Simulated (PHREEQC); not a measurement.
Solution (25 °C): 20 mmol/kgw CuCl2 and 15 mmol/kgw HBr. Closed to the air; pH follows from the charge balance.

Equilibrium calculation in PHREEQC: ion-association model, phreeqc.dat.

| Property | Value |
|---|---|
| pH | 1.90 |
| ionic strength | 0.0732 mol/kgw |
| specific conductance | 9490 µS/cm |
| density | 1.000 g/cm³ |
| total alkalinity | -15.0 meq/kg |

```json
[
 {"species": "Cl-", "molality": "0.0391", "activity": "0.0308", "log γ": "-0.103"},
 {"species": "Cu+2", "molality": "0.0191", "activity": "0.00834", "log γ": "-0.360"},
 {"species": "H+", "molality": "0.0150", "activity": "0.0126", "log γ": "-0.077"},
 {"species": "Br-", "molality": "0.0150", "activity": "0.0117", "log γ": "-0.109"},
 {"species": "CuCl+", "molality": "0.000875", "activity": "0.000692", "log γ": "-0.102"},
 {"species": "CuCl2", "molality": "1.13e-5", "activity": "1.15e-5", "log γ": "0.007"},
 {"species": "CuOH+", "molality": "8.38e-9", "activity": "6.63e-9", "log γ": "-0.102"},
 {"species": "CuCl3-", "molality": "1.59e-9", "activity": "1.25e-9", "log γ": "-0.102"}
]
```

No solid was allowed to form. Complexes and solids missing from the database can't appear.
